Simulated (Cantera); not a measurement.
Feed: 1 mol Si3N4, 1.4 mol CO2, 280 mol N2, at 1198.15 K and 0.0140 bar.

Cantera equilibrium calculation (NASA polynomials, part measured and part estimated; ideal gas, pure solids and liquids). Candidate condensed phases: C, Si, SiC, SiO2, Si2N2O, Si3N4; 34 gas species. Rates play no part.

Base state: N2 0.995, CO 0.00461 (mole fractions); condensed: C(graphite) + Si2N2O(s).

**Question.** What changes in the equilibrium state with this change: CO2 from 1.4 to 3.1 mol?

**Answer.** 
| species | before | after |
|---|---|---|
| N2 | 0.995 | 0.989 |
| CO | 0.00461 | 0.0109 |
| C(graphite), mol | 0.100 | 0 |
| Si2N2O(s), mol | 1.50 | 0.967 |
| SiO2(β-quartz), mol | 0 | 1.07 |
Mutual solubility and eutectic melting of coexisting phases are not modelled. The tables hold silica as quartz up to 1696 K and as liquid above; real silica turns to tridymite and cristobalite and melts near 1996 K.

**Question.** What changes in the equilibrium state with this change: temperature from 1198.15 K to 1925 K?

**Answer.** 
```tsv
species	before	after
N2	0.995	0.989
SiO	3.59e-9	0.00717
CO	0.00461	0.00265
Si	<1e-9	0.000952
Si2N	<1e-9	3.80e-5
SiN	<1e-9	3.51e-5
Si2C	<1e-9	1.88e-5
C(graphite), mol	0.100	0
Si2N2O(s), mol	1.50	0
SiC(s), mol	0	0.638
```
The tables' values for SiN are old estimates; treat these amounts as uncertain.
